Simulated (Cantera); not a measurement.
# Thermodynamics of sublimation and decomposition of ceramics, feed MgO + C + H2

Feed: 1 mol MgO, 0.064 mol C, 0.019 mol H2.

Equilibrium computed with Cantera from the NASA thermochemical tables; the gas is ideal and each condensed phase is pure. Candidate condensed phases: C, C6H6, C7H8, C8H18, H2O, Mg, MgCO3, MgO, Mg(OH)2; 116 gas species. Rates play no part.

Stable condensed phases:

```
T in K \ P in Pa
               1     4.6      22     100     460    2200   10000   46000  220000 1000000
   2948        A       A       A       A       A       A       B       B       B       B
   2848        A       A       A       A       A       A       B       B       B       B
   2748        A       A       A       A       A       B       B       B       B       B
   2648        A       A       A       A       A       B       B       B       B       B
   2548        A       A       A       A       B       B       B       B       B       B
   2448        A       A       A       A       B       B       B       B       B       B
   2348        A       A       A       B       B       B       B       B       B       B
   2248        A       A       B       B       B       B       B       B       B       C
   2148        A       A       B       B       B       B       B       B       B       C
   2048        A       B       B       B       B       B       B       B       C       C
```

A: gas only; B: MgO; C: C + MgO.
